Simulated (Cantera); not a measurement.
## Hydrocarbon pyrolysis for carbon deposition

An isothermal, constant-pressure homogeneous reactor starts with CH₄ : H₂ = 1 : 21 (molar parts), at 1823 K and 13300 Pa.

Model: GRI-Mech 3.0 (53 species, 325 reactions), integrated in Cantera. GRI-Mech 3.0 stops at C3 and has no aromatics, soot or wall deposition, so with more carbon than oxygen in the feed, carbon stays in small species such as C2H2 where larger ones or solid carbon would form.

```
t (s)        x CH₄   x H₂     x CH₂    x C₂H₄    x C₂H₆
--------  --------  -----  --------  --------  --------
2.00e-6     0.0455  0.955    <1e-12    <1e-12    <1e-12
7.46e-6     0.0454  0.955  1.54e-11  1.85e-11  2.12e-11
2.78e-5     0.0454  0.955  3.27e-10   1.42e-9   1.10e-9
0.000104    0.0454  0.954   5.33e-9   8.23e-8   4.36e-8
0.000386    0.0452  0.954   7.23e-8   4.15e-6   9.39e-7
0.00144     0.0443  0.954   5.95e-7   9.52e-5   6.76e-6
0.00537     0.0403  0.956   9.30e-7  0.000160   8.63e-6
0.0200      0.0297  0.961   7.44e-7  0.000105   4.86e-6
0.0746      0.0146  0.969   4.20e-7   5.92e-5   1.24e-6
0.278      0.00491  0.974   1.57e-7   5.22e-5   1.48e-7
1.04       0.00155  0.976   5.18e-8   5.42e-5   1.78e-8
3.86      0.000926  0.977   3.12e-8   5.48e-5   8.34e-9
14.4      0.000914  0.977   3.08e-8   5.48e-5   8.20e-9
53.7      0.000914  0.977   3.08e-8   5.48e-5   8.20e-9
200       0.000914  0.977   3.08e-8   5.48e-5   8.20e-9
```
x: mole fraction; the columns are a selection and need not sum to one.

Equilibrium at this temperature and pressure: CH₄ 0.000914, H₂ 0.977, CH₂ 3.08e-8, C₂H₄ 5.48e-5, C₂H₆ 8.21e-9 (gas phase only).
